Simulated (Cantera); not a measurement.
A Cantera script and its output.

```python
import numpy as np
import cantera as ct

gas = ct.Solution("gri30.yaml")


def delay(T, t_max=10):
    gas.TPX = T, 290000, {'CO': 1, 'H2': 0.13, 'O2': 0.471, 'N2': 1.55}
    reactor = ct.IdealGasConstPressureReactor(gas, clone=False)
    net = ct.ReactorNet([reactor])
    net.rtol, net.atol = 1e-8, 1e-16
    while net.time < t_max:
        t_old, T_old = net.time, reactor.T
        net.step()
        if reactor.T > T + 400:  # ignition: a rise of 400 K
            return t_old + (T + 400 - T_old) / (reactor.T - T_old) * (net.time - t_old)
    return np.nan


taus = []
for T in [1275, 1375, 1475, 1575, 1675, 1775]:
    taus.append(delay(T))
    print(f"T0 = {T:6g} K   tau = {taus[-1]:.4e} s")
```

It prints:

```
T0 =   1275 K   tau = 2.4814e-05 s
T0 =   1375 K   tau = 1.7244e-05 s
T0 =   1475 K   tau = 1.3596e-05 s
T0 =   1575 K   tau = 1.1643e-05 s
T0 =   1675 K   tau = 1.0611e-05 s
T0 =   1775 K   tau = 1.0184e-05 s
```

Cantera simulation using GRI-Mech 3.0 (53 species, 325 reactions); the numbers are that mechanism's predictions, not measurements. The hydrogen kinetics of GRI-Mech 3.0 are dated; newer H2 mechanisms differ, most at raised pressure. Where the delays flatten at high temperature, the 400 K rule measures the pace of heat release, not the induction time.
